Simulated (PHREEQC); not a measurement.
Synthetic water in mmol/kgw, 25 °C, pH 6.38, pe -1.5: Na 2.96; K 1.09; Ca 2.21; Mg 1.73; Cl 4.73; S(6) 3.49; Alkalinity (meq/kgw) 0.732; Sr 0.0206; B 0.00329.

Valence states are taken as typed.

All values are PHREEQC results (ion-association model, wateq4f.dat), not measurements.

No solid was allowed to form.

**Question.** Order these C species by the share of C that they hold, largest first: HCO3-, CO2, MgHCO3+, CaHCO3+.

**Answer.** HCO3- (54 %), CO2 (45 %), CaHCO3+ (0.77 %), MgHCO3+ (0.54 %)

The pH is 6.38 and the ionic strength 0.0167 mol/kgw. Complexes and solids missing from the database can't appear.
